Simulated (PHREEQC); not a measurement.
0.85 g of hydrous ferric oxide (600 m²/g; 0.2 weak and 0.005 strong sites per Fe, Dzombak-Morel constants, diffuse double layer) in 1 kg of water with 0.3 mol/kgw of an inert sodium salt and 0.0032 mol/kgw Na2SeO4, at 25 °C; the pH is set by adding NaOH or the inert anion's acid. O2 is buffered at 0.21 atm. No CO2 enters from the air. Nothing may precipitate in this run.

Base run: PHREEQC, ion-association model, wateq4f.dat. Each further column changes one thing. The table gives Se sorbed (%).

| pH | base | background salt from 0.3 to 0.03 mol/kgw | oxide from 0.85 to 4.2 g/kgw |
|---|---|---|---|
| 3 | 20.4 | 26.9 | 81.7 |
| 3.5 | 20.4 | 26.8 | 81.6 |
| 4 | 20.2 | ___ | 81.0 |
| 4.5 | 19.7 | 26.0 | ___ |
| 5 | 18.5 | 24.3 | ___ |
| 5.5 | 16.0 | 21.2 | ___ |
| 6.5 | 8.1 | 11.6 | ___ |
| 7 | 4.2 | 6.6 | 18.9 |
| 7.5 | 1.5 | 2.7 | 7.3 |
| 8 | 0.4 | 0.6 | 1.9 |
| 8.5 | 0.1 | 0.1 | 0.4 |
| 9 | 0.0 | 0.0 | 0.1 |

Task: Complete the blanks.

Result: 
- 4, background salt from 0.3 to 0.03 mol/kgw: 26.6
- 4.5, oxide from 0.85 to 4.2 g/kgw: 79.0
- 5, oxide from 0.85 to 4.2 g/kgw: 74.2
- 5.5, oxide from 0.85 to 4.2 g/kgw: 65.1
- 6.5, oxide from 0.85 to 4.2 g/kgw: 34.9

The oxide is taken as insoluble; below pH 4 it would dissolve.
